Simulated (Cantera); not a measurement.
Feed: 1 mol MgO, 0.69 mol H2S, 4.7 mol N2, at 902 °C and 2200 Pa.

Method: chemical equilibrium by Gibbs-energy minimisation in Cantera with the NASA 1993 tables (ideal gas, pure condensed phases). Candidate condensed phases: H2O, H2SO4, Mg, MgO, Mg(OH)2, MgS, MgSO4, S; 43 gas species. Mutual solubility and eutectic melting of coexisting phases are not modelled. Gases not in the tables: S3 to S7. Rates play no part.

Base state: N2 0.842, H2 0.0687, H2S 0.0510, S2 0.0343, H2O 0.00389, SH 0.000151 (mole fractions); condensed: MgO(s) + MgS(s).

Problem. What changes in the equilibrium state with this change: H2S from 0.69 to 0.16 mol?

Solution. 
| species | before | after |
|---|---|---|
| N2 | 0.842 | 0.956 |
| H2 | 0.0687 | 0.0223 |
| S2 | 0.0343 | 0.0112 |
| H2S | 0.0510 | 0.00947 |
| H2O | 0.00389 | 0.000722 |
| SH | 0.000151 | 4.92e-5 |
| MgO(s), mol | 0.978 | 0.996 |
| MgS(s), mol | 0.0217 | 0.00355 |
